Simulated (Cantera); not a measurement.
Feed: 1 mol SiO2, 1.2 mol F2, 2.8 mol O2, equilibrated at 698 K and 9700 Pa.

Cantera equilibrium calculation (NASA polynomials, part measured and part estimated; ideal gas, pure solids and liquids). Candidate condensed phases: Si, SiO2; 17 gas species. Rates play no part.

Base state: O2 0.850, SiF4 0.150 (mole fractions); condensed: SiO2(α-quartz).

Problem. What changes in the equilibrium state with this change: F2 from 1.2 to 12 mol?

Solution. 
```
species              before    after
-------------------  ------  -------
F2                    <1e-9    0.673
O2                    0.850    0.256
SiF4                  0.150   0.0674
F                     <1e-9  0.00364
FO2                   <1e-9  2.56e-5
SiO2(α-quartz), mol   0.400        0
```
